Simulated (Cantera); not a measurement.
A closed system holds: 1 mol Si2Cl6, 120 mol N2, equilibrated at 3.75 Torr.

These are equilibrium values from Cantera (NASA tables, ideal gas, pure condensed phases), not measurements of a reactor. Candidate condensed phases: Si, Si3N4; 13 gas species. The feed counts by its element totals alone. N2 is the only nitrogen source here; it is nearly inert below about 1500 K, so the nitride shown seldom forms there in practice. Equilibrium is a limit: real reactors are often held back by kinetics, nucleation or transport.

Q: Which condensed phases are stable at each of these points (T (K)): 1125, 1175, 1225, 1275, 1325, 1375, 1425, 1475, 1525, 1575, 1625, 1675?

A: 
```
T (K)  condensed phases  Si condensed (%)
-----  ----------------  ----------------
1125           Si3N4(s)              24.3
1175           Si3N4(s)              23.3
1225           Si3N4(s)              20.7
1275           Si3N4(s)              15.0
1325           Si3N4(s)               3.8
1375           gas only               0.0
1425           gas only               0.0
1475           gas only               0.0
1525           gas only               0.0
1575           gas only               0.0
1625           gas only               0.0
1675           gas only               0.0
```

From 1125 K to 1325 K the condensed part is Si3N4(s). From 1375 K to 1675 K nothing is condensed.
